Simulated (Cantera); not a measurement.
Charge: 1 mol SF6, 1.4 mol O2, equilibrated at 0.133 bar.

Cantera equilibrium calculation (NASA polynomials, part measured and part estimated; ideal gas, pure solids and liquids). Candidate condensed phases: S; 25 gas species. The tables' values for SOF2, SF3 are old estimates; treat these amounts as uncertain. The numbers say what is thermodynamically allowed, not how fast it happens.

x: gas mole fraction; nothing condenses.

```json
[
 {"T (K)": "2298", "x F": "0.804", "x SO2": "0.128", "x O2": "0.0569", "x O": "0.00321", "x SO": "0.00230", "x SOF2": "0.00347", "x S": "1.14e-5"},
 {"T (K)": "2348", "x F": "0.804", "x SO2": "0.128", "x O2": "0.0559", "x O": "0.00423", "x SO": "0.00324", "x SOF2": "0.00222", "x S": "2.22e-5"},
 {"T (K)": "2398", "x F": "0.804", "x SO2": "0.128", "x O2": "0.0552", "x O": "0.00552", "x SO": "0.00448", "x SOF2": "0.00144", "x S": "4.14e-5"},
 {"T (K)": "2448", "x F": "0.803", "x SO2": "0.126", "x O2": "0.0548", "x O": "0.00715", "x SO": "0.00606", "x SOF2": "0.000938", "x S": "7.48e-5"},
 {"T (K)": "2498", "x F": "0.802", "x SO2": "0.124", "x O2": "0.0544", "x O": "0.00917", "x SO": "0.00804", "x SOF2": "0.000617", "x S": "0.000131"},
 {"T (K)": "2548", "x F": "0.800", "x SO2": "0.122", "x O2": "0.0542", "x O": "___", "x SO": "___", "x SOF2": "0.000409", "x S": "___"},
 {"T (K)": "2598", "x F": "0.798", "x SO2": "0.118", "x O2": "0.0541", "x O": "0.0147", "x SO": "0.0134", "x SOF2": "0.000273", "x S": "0.000367"},
 {"T (K)": "2648", "x F": "0.795", "x SO2": "0.114", "x O2": "0.0540", "x O": "___", "x SO": "___", "x SOF2": "0.000183", "x S": "___"},
 {"T (K)": "2698", "x F": "0.791", "x SO2": "0.109", "x O2": "0.0538", "x O": "0.0228", "x SO": "0.0208", "x SOF2": "0.000123", "x S": "0.000920"},
 {"T (K)": "2748", "x F": "0.787", "x SO2": "0.104", "x O2": "0.0537", "x O": "0.0280", "x SO": "0.0252", "x SOF2": "8.32e-5", "x S": "0.00140"},
 {"T (K)": "2798", "x F": "0.782", "x SO2": "0.0972", "x O2": "0.0534", "x O": "0.0341", "x SO": "0.0301", "x SOF2": "5.62e-5", "x S": "0.00208"}
]
```

### Question
Fill in the missing entries.

### Answer

- 2548, x O: 0.0117
- 2548, x SO: 0.0105
- 2548, x S: 0.000222
- 2648, x O: 0.0184
- 2648, x SO: 0.0169
- 2648, x S: 0.000589
